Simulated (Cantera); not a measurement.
A closed system holds: 1 mol SiCl₄, 9.7 mol NH₃, held at 1398.15 K and 0.000240 bar.

Cantera equilibrium calculation (NASA polynomials, part measured and part estimated; ideal gas, pure solids and liquids). Candidate condensed phases: NH₄Cl, Si, Si₃N₄; 28 gas species. The tables' values for SiCl₃ are old estimates; treat these amounts as uncertain. Equilibrium is a limit: real reactors are often held back by kinetics, nucleation or transport.

Base state: H₂ 0.619, N₂ 0.214, HCl 0.144, SiCl₂ 0.0223, SiCl₃ 0.000320, H 0.000241, Cl 4.62e-5, SiCl₄ 1.96e-5 (mole fractions); condensed: Si₃N₄(s).

Problem. What changes in the equilibrium state with this change: temperature from 1398.15 K to 2075 K?

Solution. 
```json
[
 {"species": "H₂", "before": "0.619", "after": "0.483"},
 {"species": "N₂", "before": "0.214", "after": "0.203"},
 {"species": "HCl", "before": "0.144", "after": "0.129"},
 {"species": "H", "before": "0.000241", "after": "0.120"},
 {"species": "Si", "before": "7.36e-7", "after": "0.0334"},
 {"species": "Cl", "before": "4.62e-5", "after": "0.0236"},
 {"species": "SiCl₂", "before": "0.0223", "after": "0.00600"},
 {"species": "Si₂", "before": "<1e-9", "after": "3.24e-5"},
 {"species": "SiCl₄", "before": "1.96e-5", "after": "1.63e-9"},
 {"species": "SiN", "before": "1.08e-8", "after": "5.10e-5"},
 {"species": "SiH", "before": "4.51e-8", "after": "0.000206"},
 {"species": "Si₃N₄(s), mol", "before": "0.174", "after": "0"}
]
```
The tables' values for SiCl, SiN are old estimates; treat these amounts as uncertain.

Problem. What changes in the equilibrium state with this change: NH₃ from 9.7 to 1.4 mol?

Solution. 
```json
[
 {"species": "HCl", "before": "0.144", "after": "0.401"},
 {"species": "H₂", "before": "0.619", "after": "0.241"},
 {"species": "SiCl₂", "before": "0.0223", "after": "0.194"},
 {"species": "SiCl₃", "before": "0.000320", "after": "0.0124"},
 {"species": "N₂", "before": "0.214", "after": "0.147"},
 {"species": "SiCl₄", "before": "1.96e-5", "after": "0.00338"},
 {"species": "SiHCl₃", "before": "5.90e-6", "after": "0.000143"},
 {"species": "Cl", "before": "4.62e-5", "after": "0.000206"},
 {"species": "Si₃N₄(s), mol", "before": "0.174", "after": "0"}
]
```
